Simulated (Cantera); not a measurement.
Input: 1 mol Si, 0.68 mol HCl, 1.1 mol H2, at 1 atm.

These are equilibrium values from Cantera (NASA tables, ideal gas, pure condensed phases), not measurements of a reactor. Candidate condensed phases: Si; 19 gas species. The numbers say what is thermodynamically allowed, not how fast it happens.

Over these rows the condensed part is Si(s). Partial pressures as log10 of bar:

```json
[
 {"T (K)": "798", "1000/T (1/K)": "1.2531", "log p SiCl2": "-5.77", "log p H2": "-0.05", "log p SiCl4": "-1.14", "log p SiHCl3": "-1.33", "log p HCl": "-2.92"},
 {"T (K)": "898", "1000/T (1/K)": "1.1136", "log p SiCl2": "-4.61", "log p H2": "-0.05", "log p SiCl4": "-1.14", "log p SiHCl3": "-1.35", "log p HCl": "-2.40"},
 {"T (K)": "998", "1000/T (1/K)": "1.0020", "log p SiCl2": "-3.69", "log p H2": "-0.05", "log p SiCl4": "-1.15", "log p SiHCl3": "-1.37", "log p HCl": "-1.99"},
 {"T (K)": "1098", "1000/T (1/K)": "0.9107", "log p SiCl2": "-2.95", "log p H2": "-0.06", "log p SiCl4": "-1.16", "log p SiHCl3": "-1.40", "log p HCl": "-1.66"},
 {"T (K)": "1198", "1000/T (1/K)": "0.8347", "log p SiCl2": "?", "log p H2": "-0.06", "log p SiCl4": "-1.21", "log p SiHCl3": "-1.45", "log p HCl": "-1.40"},
 {"T (K)": "1298", "1000/T (1/K)": "0.7704", "log p SiCl2": "-1.88", "log p H2": "-0.08", "log p SiCl4": "-1.29", "log p SiHCl3": "-1.53", "log p HCl": "-1.19"}
]
```

**Question.** Fit log p(SiCl2) = a + b·(1000/T) to the five rows, give the apparent enthalpy, and predict the row at 1198 K.

**Answer.** Means: 1000/T = 1.0100, log p = -3.780. Sxy = -1.108136, Sxx = 0.1371632, so b = -8.08 and a = -3.780 − (-8.08)×1.0100 = 4.38.
Apparent enthalpy: −19.145 × (-8.08) = 155 kJ/mol. With the condensed phases at unit activity, 1/2 Si(s) + 1/2 SiCl4(g) = SiCl2(g) links this pressure to the main gases: over the six rows their terms move log p by -0.08 in all, so the slope is close to that reaction's ΔH°. The five rows lie within 0.04 of the line.
Prediction at 1198 K: 4.38 + (-8.08)×0.8347 = -2.36. The computed value is -2.35, 0.01 from the line.
